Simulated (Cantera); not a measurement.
Feed: 1 mol V2O3, 200 mol H2, 1.5 mol N2, equilibrated at 59.0 mbar.

These are equilibrium values from Cantera (NASA tables, ideal gas, pure condensed phases), not measurements of a reactor. Candidate condensed phases: H2O, V, VN, VO, V2O3, V2O4, V2O5; 28 gas species. VO: taken at fixed stoichiometry. The numbers say what is thermodynamically allowed, not how fast it happens.

**Question.** Which condensed phases are stable at each of these points (T (°C)): 1402, 1452, 1502, 1552, 1602, 1652, 1702, 1752, 1802, 1852?

**Answer.** 
```json
[
 {"T (°C)": "1402", "condensed phases": "VO(s)", "V condensed (%)": "100.0"},
 {"T (°C)": "1452", "condensed phases": "VO(s)", "V condensed (%)": "100.0"},
 {"T (°C)": "1502", "condensed phases": "VO(s)", "V condensed (%)": "100.0"},
 {"T (°C)": "1552", "condensed phases": "VO(s)", "V condensed (%)": "99.9"},
 {"T (°C)": "1602", "condensed phases": "VO(s)", "V condensed (%)": "99.9"},
 {"T (°C)": "1652", "condensed phases": "VO(s)", "V condensed (%)": "99.7"},
 {"T (°C)": "1702", "condensed phases": "VO(s)", "V condensed (%)": "99.5"},
 {"T (°C)": "1752", "condensed phases": "VO(s)", "V condensed (%)": "98.9"},
 {"T (°C)": "1802", "condensed phases": "VO(l)", "V condensed (%)": "98.0"},
 {"T (°C)": "1852", "condensed phases": "VO(l)", "V condensed (%)": "96.4"}
]
```

From 1402 °C to 1752 °C the condensed part is VO(s). From 1802 °C to 1852 °C the condensed part is VO(l).
